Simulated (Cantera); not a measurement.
Input: 1 mol SiCl₄, 13 mol H₂, at 31.0 mbar.

These are equilibrium values from Cantera (NASA tables, ideal gas, pure condensed phases), not measurements of a reactor. Candidate condensed phases: Si; 19 gas species. The tables' values for SiCl₃, SiCl are old estimates; treat these amounts as uncertain. Kinetics and transport are ignored. All values below are at 1673 K.

Base state: H₂ 0.801, HCl 0.132, SiCl₂ 0.0649, SiCl₃ 0.00155, H 0.000579, SiHCl₃ 8.43e-5, SiCl₄ 7.72e-5, Cl 7.43e-5 (mole fractions); condensed: gas only.

Q: What changes in the equilibrium state with this change: H₂ from 13 to 570 mol?

A: 
| species | before | after |
|---|---|---|
| H₂ | 0.801 | 0.992 |
| HCl | 0.132 | 0.00666 |
| H | 0.000579 | 0.000644 |
| SiCl₂ | 0.0649 | 0.000161 |
| SiCl₄ | 7.72e-5 | <1e-9 |
| SiCl₃ | 0.00155 | 1.75e-7 |
| Si(s), mol | 0 | 0.890 |
Gases not in the tables: Si₂H₆ and higher silanes.
